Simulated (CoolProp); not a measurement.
Computed with CoolProp (reference Helmholtz-energy equation of state, Span 2000).

Problem. For nitrogen, give the phase and the cp (kJ/(kg K)), speed of sound (m/s), isothermal compressibility (1/MPa), expansivity (1/kK) at -133.75 °C and 1.31 MPa; -133.75 °C and 2.49 MPa.

Solution. 
- -133.75 °C and 1.31 MPa: gas; cp 1.24, speed of sound 229, isothermal compressibility 0.855, expansivity 9.93
- -133.75 °C and 2.49 MPa: gas; cp 1.57, speed of sound 219, isothermal compressibility 0.522, expansivity 14.5
